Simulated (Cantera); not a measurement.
A perfectly stirred reactor is fed with CH₄ : O₂ : N₂ = 1 : 2.5 : 15.2 (molar parts), equivalence ratio 0.80, at 5.00 bar; it is adiabatic with a 350 K inlet, and is followed from long to short residence time, starting on the burning branch (τ in s: 0.023, 0.008, 0.0027, 0.00093, 0.00032, 0.00011, 3.8e-05, 1.3e-05, 4.4e-06).

Detailed kinetics in Cantera: GRI-Mech 3.0 (53 species, 325 reactions).

x: mole fraction; the columns are a selection and need not sum to one.

| τ (s) | T (K) | x CH₄ | x O₂ | x OH | x NO | x H₂O₂ | x N₂O |
|---|---|---|---|---|---|---|---|
| 0.023 | 1590 | 4.27e-5 | 0.0271 | 0.000306 | 3.24e-6 | ___ | 1.21e-6 |
| 0.0080 | 1582 | 9.24e-5 | 0.0276 | 0.000386 | 3.14e-6 | ___ | 1.33e-6 |
| 0.0027 | 1563 | 0.000230 | 0.0289 | 0.000439 | 2.62e-6 | ___ | 1.14e-6 |
| 0.00093 | 350 | 0.0535 | 0.134 | <1e-12 | <1e-12 | <1e-12 | <1e-12 |
| 0.00032 | 350 | 0.0535 | 0.134 | <1e-12 | <1e-12 | <1e-12 | <1e-12 |
| 0.00011 | 350 | 0.0535 | 0.134 | <1e-12 | <1e-12 | <1e-12 | <1e-12 |
| 3.8e-5 | 350 | 0.0535 | 0.134 | <1e-12 | <1e-12 | <1e-12 | <1e-12 |
| 1.3e-5 | 350 | 0.0535 | 0.134 | <1e-12 | <1e-12 | <1e-12 | <1e-12 |
| 4.4e-6 | 350 | 0.0535 | 0.134 | <1e-12 | <1e-12 | <1e-12 | <1e-12 |

Question: Complete the blanks.

Answer: 
- 0.023, x H₂O₂: 2.00e-7
- 0.0080, x H₂O₂: 3.19e-7
- 0.0027, x H₂O₂: 5.10e-7
